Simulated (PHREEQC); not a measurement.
**Brackish or sea water**

A made-up water analysis in mg/kgw, 25 °C, pH 7.82:

```csv
constituent,mg/kgw
Na,2510
K,2120
Ca,128
Mg,803
Cl,8430
S(6) as SO4,236
Alkalinity as HCO3,4.62
Si as SiO2,27.2
```

Valence states are taken as typed.

Computed with PHREEQC (Pitzer model, pitzer.dat).

Each row changes one thing in this solution. Precipitation was switched off in this run.

```tsv
case	HCO3- (mol/kgw)	H3SiO4- (mol/kgw)	CO2 (mol/kgw)	MgCO3 (mol/kgw)	MgOH+ (mol/kgw)	CO3-2 (mol/kgw)	SI of SiO2(a) (SiO2)	SI of Magnesite (MgCO3)
as made	6.22e-5	7.52e-6	1.42e-6	1.11e-6	1.07e-6	8.22e-7	-0.67	-1.05
Na from 2510 to 1260 mg/kgw	6.23e-5	[?]	1.43e-6	[?]	1.13e-6	8.07e-7	-0.67	-1.02
K from 2120 to 6360 mg/kgw	6.24e-5	7.92e-6	1.37e-6	[?]	[?]	7.81e-7	-0.67	-1.13
pH from 7.82 to 8.12 at the same alkalinity	5.05e-5	1.48e-5	5.76e-7	1.80e-6	2.13e-6	1.33e-6	-0.68	-0.84
```

### Question
Fill in the missing entries.

### Answer

- Na from 2510 to 1260 mg/kgw, H3SiO4- (mol/kgw): 7.25e-6
- Na from 2510 to 1260 mg/kgw, MgCO3 (mol/kgw): 1.19e-6
- K from 2120 to 6360 mg/kgw, MgCO3 (mol/kgw): 9.22e-7
- K from 2120 to 6360 mg/kgw, MgOH+ (mol/kgw): 9.44e-7
